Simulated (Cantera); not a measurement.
A perfectly stirred reactor is fed with CO : O2 : H2O : N2 = 0.0019 : 0.0047 : 0.007 : 1 (molar parts), at 345 Torr; it is held at 1350 K, and followed from long to short residence time.

Computed with Cantera and GRI-Mech 3.0 (53 species, 325 reactions).

x: mole fraction; the columns are a selection and need not sum to one.

```
τ (s)       x CO     x O2    x H2O    x HO2      x NO       x H
------  --------  -------  -------  -------  --------  --------
0.37     8.30e-5  0.00373  0.00686      [?]   1.79e-7   9.39e-6
0.20    0.000124  0.00375  0.00684      [?]   1.52e-7   1.63e-5
0.11    0.000182  0.00378  0.00682      [?]   1.33e-7   2.71e-5
0.060   0.000267  0.00382  0.00679      [?]   1.19e-7   4.38e-5
0.033   0.000386  0.00388  0.00675  3.70e-7   1.05e-7   6.64e-5
0.018   0.000553  0.00396  0.00672  4.02e-7   8.74e-8   9.28e-5
0.0096  0.000786  0.00408  0.00669  4.27e-7   6.09e-8  0.000114
0.0052   0.00107  0.00422  0.00670  4.39e-7   3.14e-8  0.000113
0.0028   0.00139  0.00438  0.00675  4.29e-7   9.26e-9   7.98e-5
0.0015   0.00168  0.00452  0.00683      [?]  9.96e-10   3.16e-5
```

Q: Fill in the missing entries.

A: 
- 0.37, x HO2: 2.02e-7
- 0.20, x HO2: 2.47e-7
- 0.11, x HO2: 2.91e-7
- 0.060, x HO2: 3.33e-7
- 0.0015, x HO2: 3.69e-7
